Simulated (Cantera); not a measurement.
Input (Python, Cantera) and output of one run.

```python
import numpy as np
import cantera as ct

gas_names = """
    B BH BH2 BH3 BO BO2 B2 B2O B2O2 B2O3 B3O3H3 H HBO HBO2 HO2 H2 H2O H2O2 H3B3O6 O OH O2 O3
""".split()
cond_names = """
    B(b) B(L) B2O3(L) B3O3H3(cr) H2O(s) H2O(L)
""".split()


def load(file, names, dense=False):
    # The tables refer to 1 bar. Condensed volumes are neglected.
    table = {s.name: s for s in ct.Species.list_from_file(file)}
    out = []
    for n in names:
        d = dict(table[n].input_data)
        d["thermo"] = dict(d["thermo"], **{"reference-pressure": 1e5})
        if dense:
            d["equation-of-state"] = {"model": "constant-volume", "density": "1e6 g/cm^3"}
        out.append(ct.Species.from_dict(d))
    return out


gas = ct.Solution(thermo="ideal-gas", species=load("nasa_gas.yaml", gas_names))
cond = {s.name: ct.Solution(thermo="fixed-stoichiometry", species=[s], name=s.name)
        for s in load("nasa_condensed.yaml", cond_names, dense=True)}
atoms = {
    'B': {'B': 1},
    'O2': {'O': 2},
    'H2': {'H': 2},
}
top_T = {}  # K; cautious upper limits of use, not melting points


def equilibrate(T, P, feed):
    n = {}
    for name, mol in feed.items():
        for a, k in atoms[name].items():
            n[a] = n.get(a, 0.0) + k * mol
    gas.TPX = T, P, n
    mass = sum(n.values()) * gas.mean_molecular_weight
    gas.equilibrate("TP")
    valid = [c for c in cond.values() if c.min_temp <= T <= top_T.get(c.name, c.max_temp)]
    mix = ct.Mixture([(gas, mass / gas.mean_molecular_weight)] + [(c, 0.0) for c in valid])
    mix.T, mix.P = T, P
    mix.equilibrate("TP", solver="vcs", rtol=1e-11, max_steps=5000)
    return mix


results = []
feed = {'B': 1, 'O2': 0.61, 'H2': 6.3}  # mol
P = 13332.2  # Pa
for T in [1875, 1900, 1925, 1950, 1975, 2000, 2025, 2050, 2075, 2100, 2125, 2150, 2175]:
    mix = equilibrate(T, P, feed)
    results.append((T, P, feed, dict(zip(mix.species_names, mix.species_moles))))

top = {s: max(r[3][s] / sum(r[3][g] for g in gas_names) for r in results) for s in gas_names}
cols = sorted((s for s in top if top[s] > 1e-05), key=lambda s: -top[s])[:5]
seen = [c for c in cond_names if any(r[3].get(c, 0) > 1e-12 for r in results)]
print("log10 of partial pressures in bar; condensed amounts in mol")
print(f"{'T/K':>10s}" + "".join(f"{s[:9]:>10s}" for s in cols + seen))
for T, P, feed, n in results:
    ng = sum(n[g] for g in gas_names)
    print(f"{T:10.4g}" + "".join(f"{np.log10(max(n[s] / ng * P / 1e5, 1e-99)):10.3f}" for s in cols)
          + "".join(f"{n.get(c, 0):10.4g}" for c in seen))
```

It prints:

```
log10 of partial pressures in bar; condensed amounts in mol
       T/K        H2       HBO      B2O3      B2O2      HBO2
      1875    -0.928    -2.075    -2.572    -2.701    -2.808
      1900    -0.928    -2.071    -2.580    -2.710    -2.798
      1925    -0.929    -2.067    -2.588    -2.720    -2.788
      1950    -0.929    -2.063    -2.597    -2.729    -2.779
      1975    -0.930    -2.060    -2.605    -2.739    -2.770
      2000    -0.931    -2.058    -2.614    -2.750    -2.761
      2025    -0.931    -2.056    -2.623    -2.761    -2.753
      2050    -0.932    -2.054    -2.632    -2.772    -2.745
      2075    -0.933    -2.053    -2.642    -2.785    -2.737
      2100    -0.934    -2.052    -2.652    -2.797    -2.730
      2125    -0.935    -2.052    -2.663    -2.811    -2.723
      2150    -0.936    -2.053    -2.674    -2.825    -2.717
      2175    -0.937    -2.054    -2.685    -2.841    -2.711
```

These are equilibrium values from Cantera (NASA tables, ideal gas, pure condensed phases), not measurements of a reactor. The tables' values for BH2 are old estimates; treat these amounts as uncertain.
